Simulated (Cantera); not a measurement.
A freely propagating, adiabatic, planar premixed flame of CH₄ : O₂ : N₂ = 1 : 1.43 : 5.37 (molar parts), unburnt at 600 K and 790000 Pa; multicomponent transport, grid criteria slope 0.08 and curve 0.16, no radiation.

Computed with Cantera and GRI-Mech 3.0 (53 species, 325 reactions). Burning velocities carry a grid error of a few per cent, more on coarse grids.

x: mole fraction of selected species; z is measured from the peak of heat release.

| z (mm) | T (K) | u (m/s) | x CH₄ | x O₂ | x H₂ | x CH₂O | x H | x OH |
|---|---|---|---|---|---|---|---|---|
| -0.415 | 601 | 0.308 | 0.128 | 0.183 | 0.00340 | 5.20e-7 | <1e-8 | <1e-8 |
| -0.276 | 610 | 0.315 | 0.126 | 0.181 | 0.00839 | 7.47e-6 | <1e-8 | <1e-8 |
| -0.207 | 637 | 0.330 | 0.124 | 0.178 | 0.0137 | 3.74e-5 | <1e-8 | <1e-8 |
| -0.138 | 764 | 0.401 | 0.114 | 0.167 | 0.0227 | 0.000257 | <1e-8 | 1.86e-8 |
| -0.0691 | 1209 | 0.648 | 0.0786 | 0.122 | 0.0351 | 0.00129 | 4.79e-6 | 2.74e-6 |
| -0.0346 | 1586 | 0.860 | 0.0461 | 0.0775 | 0.0418 | 0.00128 | 6.83e-5 | 3.38e-5 |
| 0 | 1939 | 1.06 | 0.0167 | 0.0320 | 0.0472 | 0.000436 | 0.000489 | 0.000238 |
| 0.0346 | 2114 | 1.16 | 0.00520 | 0.00935 | 0.0501 | 0.000126 | 0.000941 | 0.000467 |
| 0.0691 | 2171 | 1.19 | 0.00242 | 0.00278 | 0.0524 | 4.83e-5 | 0.000927 | 0.000449 |
| 0.138 | 2198 | 1.21 | … | … | 0.0556 | … | … | … |
| 0.276 | 2202 | 1.21 | 0.000588 | 1.86e-5 | 0.0585 | 4.85e-6 | 0.000504 | 0.000219 |
| 0.553 | 2201 | 1.21 | … | 1.43e-6 | 0.0604 | … | 0.000477 | 0.000199 |
| 1.11 | 2199 | 1.21 | 3.57e-5 | 1.34e-6 | 0.0613 | 2.68e-7 | 0.000483 | 0.000197 |

Problem. What belongs in the gaps?

Solution. 
- 0.138, x CH₄: 0.00117
- 0.138, x O₂: 0.000376
- 0.138, x CH₂O: 1.43e-5
- 0.138, x H: 0.000667
- 0.138, x OH: 0.000306
- 0.553, x CH₄: 0.000221
- 0.553, x CH₂O: 1.62e-6
